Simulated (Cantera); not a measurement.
Charge: 1 mol Cu, 7.7 mol CO₂, 2.6 mol N₂, held at 1798 K and 10.0 Torr.

Method: chemical equilibrium by Gibbs-energy minimisation in Cantera with the NASA 1993 tables (ideal gas, pure condensed phases). Candidate condensed phases: C, Cu, CuO, Cu₂O; 27 gas species. Rates play no part.

Base state: CO₂ 0.698, N₂ 0.240, Cu 0.0397, CO 0.0146, O₂ 0.00700, NO 0.000416, O 8.65e-5, Cu₂ 7.54e-5 (mole fractions); condensed: Cu(l).

Problem. What changes in the equilibrium state with this change: pressure from 10.0 Torr to 100 Torr?

Solution. 
```csv
species,before,after
CO₂,0.698,0.735
N₂,0.240,0.250
CO,0.0146,0.00701
Cu,0.0397,0.00397
Cu₂,7.54e-5,7.54e-6
O,8.65e-5,1.89e-5
"Cu(l), mol",0.569,0.959
```
